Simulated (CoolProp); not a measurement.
Computed with CoolProp (reference Helmholtz-energy equation of state, Gao 2016).

Question: For sulfur dioxide, give the phase and the density (kg/m³), cv (kJ/(kg K)), Joule-Thomson coefficient (K/MPa), isothermal compressibility (1/MPa) at 283.8 K and 8.87 MPa; 295.9 K and 8.87 MPa; 380.1 K and 8.87 MPa.

Answer: 
- 283.8 K and 8.87 MPa: liquid; density 1420, cv 0.812, Joule-Thomson coefficient -0.251, isothermal compressibility 0.00121
- 295.9 K and 8.87 MPa: liquid; density 1390, cv 0.808, Joule-Thomson coefficient -0.230, isothermal compressibility 0.00139
- 380.1 K and 8.87 MPa: liquid; density 1120, cv 0.796, Joule-Thomson coefficient 0.211, isothermal compressibility 0.00553
